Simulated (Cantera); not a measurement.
Input: 1 mol Si, 0.28 mol H2O, 0.67 mol N2, held at 1402 °C and 12.0 mbar.

Method: chemical equilibrium by Gibbs-energy minimisation in Cantera with the NASA 1993 tables (ideal gas, pure condensed phases). Candidate condensed phases: H2O, Si, SiO2, Si2N2O, Si3N4; 35 gas species. Mutual solubility and eutectic melting of coexisting phases are not modelled. The numbers say what is thermodynamically allowed, not how fast it happens.

Base state: H2 0.740, N2 0.257, SiO 0.00223, H 0.000912, Si 1.74e-5 (mole fractions); condensed: Si2N2O(s) + Si3N4(s).

What changes in the equilibrium state with this change: pressure from 12.0 mbar to 1.00 bar?


```tsv
species	before	after
H2	0.740	0.743
N2	0.257	0.257
H	0.000912	0.000100
SiO	0.00223	6.13e-6
Si	1.74e-5	1.09e-8
NH3	1.50e-7	1.25e-5
Si2N2O(s), mol	0.279	0.280
Si3N4(s), mol	0.147	0.147
```
